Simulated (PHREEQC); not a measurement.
Model water analysis in mmol/kgw, 25 °C, pH 3.21, pe 8.6:

```tsv
constituent	mmol/kgw
Na	18.1
K	0.401
Ca	3.74
Mg	5.93
Cl	10.6
S(6)	14.9
N(5)	0.00624
```

Valence states are taken as typed.

Computed with PHREEQC (ion-association model, wateq4f.dat).

This is a speciation only: nothing precipitates in the calculation.

Order these S species by the share of S that they hold, largest first: HSO4-, MgSO4, NaSO4-, SO4-2, CaSO4.

SO4-2 (72 %), MgSO4 (14 %), CaSO4 (8.0 %), NaSO4- (2.9 %), HSO4- (2.4 %)

The pH is 3.21 and the ionic strength 0.0493 mol/kgw.
